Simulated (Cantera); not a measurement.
Feed: 1 mol LiCl, 0.36 mol H2, at 8.10e-5 bar.

Equilibrium computed with Cantera from the NASA thermochemical tables; the gas is ideal and each condensed phase is pure. Candidate condensed phases: Li, LiCl, LiH; 11 gas species. The numbers say what is thermodynamically allowed, not how fast it happens.

Question: At 800 K, list the 4 most abundant gas species with their mole fractions, and the condensed phases.

Answer: H2 0.972, Li2Cl2 0.0176, LiCl 0.00837, Li3Cl3 0.00154. Condensed: LiCl(s).
